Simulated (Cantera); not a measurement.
**Low-pressure radical oxidation in H2/O2**

An isothermal, constant-pressure homogeneous reactor starts with H2 : O2 : N2 = 0.028 : 1 : 1.9 (molar parts), at 1423 K and 0.00957 atm.

Computed with Cantera and the H2/O2 subset of GRI-Mech 3.0, which has no nitrogen chemistry. Radical loss at walls, strong at low pressure, is not modelled.

| t (s) | x H2 | x O2 | x OH | x H | x H2O2 |
|---|---|---|---|---|---|
| 4.00e-6 | 0.00956 | 0.342 | 8.22e-12 | 2.96e-10 | <1e-12 |
| 3.00e-5 | 0.00956 | 0.342 | 4.06e-10 | 1.88e-9 | <1e-12 |
| 0.000225 | 0.00956 | 0.342 | 1.21e-8 | 7.44e-9 | 5.38e-12 |
| 0.00169 | 0.00956 | 0.342 | 7.24e-7 | 1.96e-7 | 2.09e-10 |
| 0.0126 | 0.000101 | 0.333 | 0.00128 | 0.000656 | 5.95e-9 |
| 0.0949 | 8.78e-5 | 0.333 | 0.00122 | 0.000572 | 5.66e-9 |
| 0.711 | 5.22e-5 | 0.335 | 0.000942 | 0.000253 | 4.68e-9 |
| 5.33 | 6.57e-6 | 0.338 | 0.000335 | 1.07e-5 | 1.57e-9 |
| 40.0 | 2.96e-7 | 0.338 | 7.13e-5 | 1.01e-7 | 1.54e-10 |
x: mole fraction; the columns are a selection and need not sum to one.

Equilibrium at this temperature and pressure: H2 1.08e-7, O2 0.338, OH 4.30e-5, H 2.23e-8, H2O2 7.14e-11 (gas phase only).
